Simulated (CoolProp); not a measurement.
R245fa along the isotherm 166.85 °C: fugacity coefficient from the reference equation and from simpler models built on Tc = 153.9 °C, pc = 3651 kPa, ω = 0.378; each cubic takes its own stable root.

Computed with CoolProp (reference Helmholtz-energy equation of state, Akasaka 2015).

| p (kPa) | phase | reference | van der Waals | Redlich-Kwong | Peng-Robinson |
|---|---|---|---|---|---|
| 115 | gas | 0.9907 | 0.9913 | 0.9902 | 0.9892 |
| 187 | gas | 0.9848 | 0.9859 | 0.9840 | 0.9825 |
| 301 | gas | 0.9756 | 0.9773 | 0.9744 | 0.9719 |
| 487 | gas | 0.9606 | 0.9633 | 0.9587 | 0.9548 |
| 787 | gas | 0.9366 | 0.9408 | 0.9335 | 0.9275 |
| 1270 | gas | 0.8981 | 0.9047 | ? | 0.8845 |
| 2050 | gas | 0.8364 | 0.8463 | 0.8299 | 0.8170 |
| 3320 | gas | 0.7353 | 0.7489 | 0.7269 | 0.7108 |
| 5360 | supercritical | 0.5588 | 0.5735 | 0.5531 | 0.5428 |
| 8660 | supercritical | ? | 0.4338 | ? | 0.3942 |
| 14000 | supercritical | 0.3049 | 0.3574 | 0.3170 | 0.3020 |
| 22600 | supercritical | 0.2569 | 0.3375 | 0.2743 | 0.2535 |
| 36500 | supercritical | 0.2526 | 0.3930 | 0.2770 | 0.2445 |

Complete the blanks.


- 1270, Redlich-Kwong: 0.8935
- 8660, reference: 0.4003
- 8660, Redlich-Kwong: 0.4058
